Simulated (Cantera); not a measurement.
Standard-state values (1 bar) from the NASA 1993 polynomials, evaluated with Cantera. Values are per mole of reaction as written; species without (g) are pure solids or liquids, kept so even where they would boil at 1 bar.

Task: Between 1548 and 1648 K, where is each reaction favourable under standard conditions?
- 4 Cu + O2(g) ⇌ 2 Cu2O
- 2 Mg + O2(g) ⇌ 2 MgO
- 2 Ca + O2(g) ⇌ 2 CaO

Result: 
- 4 Cu + O2(g) ⇌ 2 Cu2O: ΔG° is -109 kJ at 1548 K and -100 kJ at 1648 K; it stays negative (K > 1). ΔH° is -246 kJ and ΔS° -89 J/K at 1648 K.
- 2 Mg + O2(g) ⇌ 2 MgO: ΔG° is -860 kJ at 1548 K and -837 kJ at 1648 K; it stays negative (K > 1). ΔH° is -1216 kJ and ΔS° -230 J/K at 1648 K.
- 2 Ca + O2(g) ⇌ 2 CaO: ΔG° is -940 kJ at 1548 K and -918 kJ at 1648 K; it stays negative (K > 1). ΔH° is -1283 kJ and ΔS° -221 J/K at 1648 K.
